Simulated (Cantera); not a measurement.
Cantera run, input and output.

```python
import numpy as np
import cantera as ct

gas = ct.Solution("gri30.yaml")


def delay(T, t_max=10):
    gas.TPX = T, 3900000, {'CH4': 1, 'C2H6': 0.1, 'C3H8': 0.06, 'O2': 4.91, 'N2': 18.5, 'H2O': 0.96}
    reactor = ct.IdealGasReactor(gas, clone=False)
    net = ct.ReactorNet([reactor])
    net.rtol, net.atol = 1e-8, 1e-16
    while net.time < t_max:
        t_old, T_old = net.time, reactor.T
        net.step()
        if reactor.T > T + 400:  # ignition: a rise of 400 K
            return t_old + (T + 400 - T_old) / (reactor.T - T_old) * (net.time - t_old)
    return np.nan


taus = []
for T in [1273, 1373, 1473, 1573, 1673, 1773]:
    taus.append(delay(T))
    print(f"T0 = {T:6g} K   tau = {taus[-1]:.4e} s")
```

Output:

```
T0 =   1273 K   tau = 1.6269e-04 s
T0 =   1373 K   tau = 5.2912e-05 s
T0 =   1473 K   tau = 1.9636e-05 s
T0 =   1573 K   tau = 8.2501e-06 s
T0 =   1673 K   tau = 3.8885e-06 s
T0 =   1773 K   tau = 2.0329e-06 s
```

Computed with Cantera and GRI-Mech 3.0 (53 species, 325 reactions). The pressure lies above the range GRI-Mech 3.0 was tuned for (to about 10 atm).
